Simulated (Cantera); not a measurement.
**Thermodynamics of silicon nitride deposition, feed SiF4 + N2**

A closed system holds: 1 mol SiF4, 37 mol N2, at 1250 °C and 0.210 bar.

Method: chemical equilibrium by Gibbs-energy minimisation in Cantera with the NASA 1993 tables (ideal gas, pure condensed phases). Candidate condensed phases: Si, Si3N4; 16 gas species. The numbers say what is thermodynamically allowed, not how fast it happens.

* **x(N2)**: 0.974
* **x(SiF4)**: 0.0263
* **gas amount**: 38.00 mol
* **log10 activity of Si(s) (absent)**: -18.73
